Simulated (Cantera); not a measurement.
Input: 1 mol Si2H6, 9 mol NO, at 1898 K and 270 Torr.

Equilibrium computed with Cantera from the NASA thermochemical tables; the gas is ideal and each condensed phase is pure. Candidate condensed phases: H2O, Si, SiO2, Si2N2O, Si3N4; 35 gas species. The feed counts by its element totals alone. The tables hold silica as quartz up to 1696 K and as liquid above; real silica turns to tridymite and cristobalite and melts near 1996 K. Gases not in the tables: Si(OH)4. The numbers say what is thermodynamically allowed, not how fast it happens.

Question: What is the equilibrium state?

Answer: 
- x(N2) = 0.527
- x(H2O) = 0.351
- x(O2) = 0.115
- x(NO) = 0.00345
- x(OH) = 0.00252
- x(H2) = 0.000221
- x(O) = 0.000166
- x(H) = 1.94e-5
- x(NO2) = 3.19e-6
- n(SiO2(condensed)) = 2.00 mol
- gas amount = 8.507 mol
- log10 activity of Si(l) (absent) = -14.32
